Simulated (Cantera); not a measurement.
A closed system holds: 1 mol CuO, a varied amount of F₂, at 1200 K and 12.0 Pa.

Equilibrium computed with Cantera from the NASA thermochemical tables; the gas is ideal and each condensed phase is pure. Candidate condensed phases: Cu, CuF₂, CuO, Cu₂O; 13 gas species. Kinetics and transport are ignored.

x: gas mole fraction; nothing condenses.

| n(F₂) (mol) | x F | x CuF₂ | x O₂ | x F₂ |
|---|---|---|---|---|
| 2.2 | 0.615 | 0.256 | 0.128 | … |
| 2.6 | 0.681 | 0.213 | 0.106 | … |
| 3.1 | 0.737 | 0.175 | 0.0877 | … |
| 3.7 | 0.782 | 0.145 | 0.0725 | … |
| 4.4 | 0.819 | 0.121 | 0.0603 | 0.000304 |
| 5.2 | 0.848 | 0.101 | 0.0505 | 0.000326 |
| 6.2 | 0.874 | 0.0841 | 0.0420 | 0.000346 |
| 7.4 | 0.895 | 0.0700 | 0.0350 | 0.000363 |
| 8.8 | 0.912 | 0.0585 | 0.0293 | 0.000377 |
| 10 | 0.923 | 0.0513 | 0.0257 | 0.000386 |
| 12 | 0.936 | 0.0426 | 0.0213 | 0.000397 |

Q: Complete the blanks.

A: 
- 2.2, x F₂: 0.000172
- 2.6, x F₂: 0.000210
- 3.1, x F₂: 0.000246
- 3.7, x F₂: 0.000278
